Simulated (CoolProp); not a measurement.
Vapour-liquid equilibrium of R1234ze(E) (1) + R227EA (2) at 0.0727 MPa; x and y are mole fractions of (1).

Computed with CoolProp (multi-fluid Helmholtz-energy mixture model, Thol 2016 and Lemmon 2016; pair parameters Bell 2023).

```tsv
x	bubble temperature (°C)	y at the bubble point	dew temperature at overall composition x (°C)	liquid density (mol/L)
0.05	-24.0	0.059	-23.9	9.326
0.125	-24.3	0.145	-24.2	9.469
0.2	-24.6	0.228	-24.5	9.617
0.275	-24.9	0.307	-24.8	9.769
0.35	-25.1	0.384	-25.0	9.925
0.425	-25.3	0.458	-25.2	10.09
0.5	-25.6	0.531	-25.5	10.25
0.575	-25.7	0.602	-25.7	10.42
0.65	-25.9	0.671	-25.9	10.60
0.725	-26.0	0.741	-26.0	10.79
0.8	-26.2	0.810	-26.1	10.98
0.875	-26.2	0.880	-26.2	11.17
0.95	-26.3	0.951	-26.3	11.38
```

No azeotrope shows between x = 0.05 and 0.95.

Pair parameters are fitted to limited data, so mixtures are less certain than the pure fluids.
